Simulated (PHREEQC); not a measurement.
**Metal-bearing waste water (model solution)**

A solution holds 0.11 mol CuSO4, 0.18 mol ZnCl2 and 0.022 mol HCl per kg of water, at 25 °C. It is in equilibrium with CO2 at log p = 0 (atm). Otherwise closed; pH follows from the charge balance.

The numbers come from PHREEQC with the ion-association model, wateq4f.dat.

Precipitation was switched off in this run.

### Question
Estimate the pH, activity of water, ionic strength.

### Answer
pH 2.02; activity of water 0.988; ionic strength 0.654 mol/kgw.

### Question
In which forms is Cu present?

### Answer
Cu+2 68 %, CuSO4 18 %, CuCl+ 14 %, CuCl2 0.8 % of the Cu.
